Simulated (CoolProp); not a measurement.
Vapour-liquid equilibrium of n-heptane (1) + m-xylene (2) at 0.0864 MPa; x and y are mole fractions of (1).

The numbers come from the multi-fluid Helmholtz-energy mixture model, Span 2003 and Zhou 2012; pair parameters Bell 2016 in CoolProp.

```csv
x,bubble temperature (K),y at the bubble point,dew temperature at overall composition x (K),liquid density (mol/L)
0.05,401.8,0.160,405.0,7.134
0.15,394.5,0.383,402.1,7.049
0.25,388.9,0.532,399.0,6.954
0.35,384.4,0.639,395.6,6.852
0.45,…,…,392.1,…
0.55,377.5,0.788,388.2,6.642
0.65,374.6,0.845,383.9,6.537
0.75,372.0,0.895,…,6.433
0.85,369.6,…,374.3,6.331
0.95,367.3,0.981,369.0,6.230
```

Q: Complete the blanks.

A: 
- 0.45, bubble temperature (K): 380.7
- 0.45, y at the bubble point: 0.721
- 0.45, liquid density (mol/L): 6.747
- 0.75, dew temperature at overall composition x (K): 379.3
- 0.85, y at the bubble point: 0.940

No azeotrope shows between x = 0.05 and 0.95.

The pair parameters rest on a limited set of measurements; away from them the model extrapolates.
